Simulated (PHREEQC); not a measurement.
**Phosphoric acid bath: an equilibrium model**

Dissolve 180 mmol/kgw NaH2PO4, 19 mmol/kgw HCl and 0.018 mmol/kgw H4SiO4 at 20 °C. Closed to the air; pH follows from the charge balance.

All values are PHREEQC results (ion-association model, phreeqc.dat), not measurements.

```
Quantity                      Value
--------------------  -------------
pH                             2.96
ionic strength        0.181 mol/kgw
activity of water             0.994
specific conductance    11400 µS/cm
density                 1.014 g/cm³
total alkalinity       -19.0 meq/kg
```

```
species  molality  activity   log γ
-------  --------  --------  ------
Na+         0.180     0.136  -0.122
H2PO4-      0.162     0.122  -0.123
Cl-        0.0190    0.0138  -0.140
H3PO4      0.0177    0.0184   0.018
H+        0.00135   0.00109  -0.095
HPO4-2    2.18e-5   6.79e-6  -0.507
H4SiO4    1.80e-5   1.88e-5   0.018
NaHPO4-   2.39e-6   1.80e-6  -0.123
```

This is a speciation only: nothing precipitates in the calculation.
